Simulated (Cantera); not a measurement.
## Adiabatic ignition

An adiabatic, constant-volume homogeneous reactor starts with CH₄ : H₂ : O₂ : N₂ = 1 : 0.57 : 1.27 : 4.77 (molar parts), equivalence ratio 1.8, at 1200 K and 1.00 atm.

Computed with Cantera and GRI-Mech 3.0 (53 species, 325 reactions).

```csv
t (s),T (K),P (bar),x CH₄,x H₂,x O₂,x NO₂,x CH₂O
4.00e-6,1200,1.01,0.131,0.0749,0.167,<1e-12,1.27e-11
1.16e-5,1200,1.01,0.131,0.0749,0.167,<1e-12,1.33e-10
3.35e-5,1200,1.01,0.131,0.0749,0.167,<1e-12,1.37e-9
9.70e-5,1200,1.01,0.131,0.0749,0.167,<1e-12,1.80e-8
0.000281,1200,1.01,0.131,0.0749,0.167,<1e-12,7.70e-7
0.000812,1208,1.02,0.130,0.0744,0.166,<1e-12,0.000180
0.00235,1338,1.13,0.115,0.0735,0.153,2.01e-12,0.00234
0.00681,2711,2.53,1.48e-11,0.136,0.000129,1.94e-8,1.40e-8
0.0197,2711,2.53,1.48e-11,0.136,0.000129,1.95e-8,1.40e-8
0.0570,2711,2.53,1.48e-11,0.136,0.000129,1.95e-8,1.40e-8
0.165,2711,2.53,1.48e-11,0.136,0.000129,1.95e-8,1.40e-8
0.478,2711,2.53,1.48e-11,0.136,0.000129,1.95e-8,1.40e-8
1.38,2711,2.53,1.48e-11,0.136,0.000129,1.95e-8,1.40e-8
4.00,2711,2.53,1.48e-11,0.136,0.000129,1.95e-8,1.40e-8
```
x: mole fraction; the columns are a selection and need not sum to one.

| Quantity | Result |
|---|---|
| time of steepest temperature rise | 2.64 ms |
| temperature at 4.00 s | 2711 K |
| equilibrium temperature | 2711 K |
| x(CH₄) at 4.00 s | 1.48e-11 (gas-phase equilibrium 1.67e-11) |
| x(H₂) at 4.00 s | 0.136 (gas-phase equilibrium 0.136) |
| x(O₂) at 4.00 s | 0.000129 (gas-phase equilibrium 0.000129) |
